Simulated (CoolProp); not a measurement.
Fluorine along the isobar 5400 kPa: fugacity coefficient from the reference equation and from simpler models built on Tc = -128.7 °C, pc = 5240 kPa, ω = 0.045; each cubic takes its own stable root.

Model: reference Helmholtz-energy equation of state, de Reuck 1990, in CoolProp.

| T (°C) | phase | reference | Redlich-Kwong | Peng-Robinson |
|---|---|---|---|---|
| -186.75 | liquid | 0.02537 | 0.02255 | 0.02593 |
| -174.95 | liquid | 0.07435 | 0.07277 | 0.07464 |
| -163.25 | liquid | 0.1644 | ? | 0.1633 |
| -151.45 | liquid | 0.3011 | 0.3098 | 0.2970 |
| -139.65 | liquid | 0.4767 | 0.4861 | ? |
| -127.95 | supercritical | 0.6635 | 0.6609 | 0.6378 |
| -116.15 | supercritical | 0.7458 | 0.7392 | ? |
| -104.35 | supercritical | 0.7996 | 0.7917 | ? |
| -92.65 | supercritical | 0.8390 | 0.8308 | 0.8122 |
| -80.85 | supercritical | 0.8696 | 0.8615 | 0.8451 |

### Question
Some entries are withheld; supply them.

### Answer

- -163.25, Redlich-Kwong: 0.1675
- -139.65, Peng-Robinson: 0.4660
- -116.15, Peng-Robinson: 0.7169
- -104.35, Peng-Robinson: 0.7711
